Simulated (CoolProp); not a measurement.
Vapour-liquid equilibrium of ethane (1) + propane (2) at 0.194 MPa; x and y are mole fractions of (1).

Values from CoolProp's multi-fluid Helmholtz-energy mixture model, Bücker 2006 and Lemmon 2009; pair parameters Kunz 2012.

| x | bubble temperature (°C) | y at the bubble point | dew temperature at overall composition x (°C) | liquid density (mol/L) |
|---|---|---|---|---|
| 0.05 | -31.8 | 0.225 | -27.4 | 13.03 |
| 0.125 | -38.8 | ? | -29.2 | 13.42 |
| 0.2 | -44.7 | 0.611 | -31.2 | ? |
| 0.275 | -49.6 | 0.716 | ? | 14.15 |
| 0.35 | -53.8 | 0.791 | -35.4 | 14.50 |
| 0.425 | -57.5 | 0.845 | -37.8 | 14.85 |
| 0.5 | -60.8 | 0.886 | -40.4 | 15.19 |
| 0.575 | -63.7 | 0.917 | -43.2 | 15.53 |
| 0.65 | -66.3 | 0.941 | -46.4 | 15.88 |
| 0.725 | ? | ? | -50.1 | ? |
| 0.8 | ? | 0.975 | -54.4 | 16.58 |
| 0.875 | -72.8 | 0.986 | -59.8 | 16.93 |
| 0.95 | -74.5 | 0.995 | -67.3 | 17.29 |

Question: Fill in the missing entries.

Answer: 
- 0.125, y at the bubble point: 0.457
- 0.2, liquid density (mol/L): 13.79
- 0.275, dew temperature at overall composition x (°C): -33.2
- 0.725, bubble temperature (°C): -68.7
- 0.725, y at the bubble point: 0.960
- 0.725, liquid density (mol/L): 16.23
- 0.8, bubble temperature (°C): -70.8

No azeotrope shows between x = 0.05 and 0.95.

The pair parameters rest on a limited set of measurements; away from them the model extrapolates.
